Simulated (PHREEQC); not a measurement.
A solution holds 97 mmol/kgw CuSO4, 0.098 mmol/kgw HNO3 and 0.11 mmol/kgw Na2SO4, at 25 °C. It is in equilibrium with CO2 at log p = 0 (atm). Otherwise closed; pH follows from the charge balance.

The numbers come from PHREEQC with the ion-association model, phreeqc.dat.

This is a speciation only: nothing precipitates in the calculation.

Task: Predict the pH, density, ionic strength.

Result: pH 3.59; density 1.013 g/cm³; ionic strength 0.201 mol/kgw.

Task: In which forms is C present?

Result: CO2 98 %, CuHCO3+ 1.9 % of the C.
